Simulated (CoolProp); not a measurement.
Dimethyl carbonate along the isotherm 149.05 °C: fugacity coefficient from the reference equation and from simpler models built on Tc = 283.9 °C, pc = 4909 kPa, ω = 0.346; each cubic takes its own stable root.

Values from CoolProp's reference Helmholtz-energy equation of state, Zhou 2011.

| p (kPa) | phase | reference |
|---|---|---|
| 1890 | liquid | 0.2474 |
| 3780 | liquid | 0.1306 |
| 5660 | liquid | 0.09205 |
| 7550 | liquid | 0.07283 |
| 9440 | liquid | 0.06146 |
| 11300 | liquid | 0.05412 |
| 13200 | liquid | 0.04888 |
| 15100 | liquid | 0.04507 |
| 17000 | liquid | 0.04221 |
| 18900 | liquid | 0.04003 |
| 20800 | liquid | 0.03834 |
| 22700 | liquid | 0.03703 |
| 24500 | liquid | 0.03605 |

Task: How far does each simpler model (Redlich-Kwong, Soave-Redlich-Kwong, Peng-Robinson) lie from the reference over these 13 states: mean and median of the absolute difference, and the worst?

Result: 
- Redlich-Kwong: mean 67.1 %, median 67.3 %, worst +75.0 % at 149.05 °C and 24500 kPa
- Soave-Redlich-Kwong: mean 5.8 %, median 5.8 %, worst +9.3 % at 149.05 °C and 24500 kPa
- Peng-Robinson: mean 0.4 %, median 0.3 %, worst -0.9 % at 149.05 °C and 24500 kPa
